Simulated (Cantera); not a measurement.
Feed: 1 mol c-C₄F₈, 0.37 mol H₂, 0.032 mol HCl, equilibrated at 2000 K and 54.0 Torr.

Cantera equilibrium calculation (NASA polynomials, part measured and part estimated; ideal gas, pure solids and liquids). Candidate condensed phases: C, C₆H₆, C₇H₈, C₈H₁₈; 118 gas species. The feed counts by its element totals alone. Gases not in the tables: C₂F₆ and larger saturated fluorocarbons. Rates play no part.

Base state: CF₄ 0.654, HF 0.289, CF₂ 0.0336, Cl 0.0115, F 0.00731, CF₃ 0.00408, HCl 0.000250, CClF₃ 0.000202 (mole fractions); condensed: C(graphite).

### Question
What changes in the equilibrium state with this change: c-C₄F₈ replaced by C₂F₆?

### Answer
```json
[
 {"species": "CF₄", "before": "0.654", "after": "0.585"},
 {"species": "HF", "before": "0.289", "after": "0.357"},
 {"species": "CF₂", "before": "0.0336", "after": "0.0318"},
 {"species": "Cl", "before": "0.0115", "after": "0.0141"},
 {"species": "HCl", "before": "0.000250", "after": "0.000392"},
 {"species": "Cl₂", "before": "1.74e-5", "after": "2.64e-5"},
 {"species": "ClF", "before": "2.03e-5", "after": "2.43e-5"},
 {"species": "CClF₃", "before": "0.000202", "after": "0.000228"},
 {"species": "CF₃", "before": "0.00408", "after": "0.00375"},
 {"species": "C(graphite), mol", "before": "2.15", "after": "0.660"}
]
```
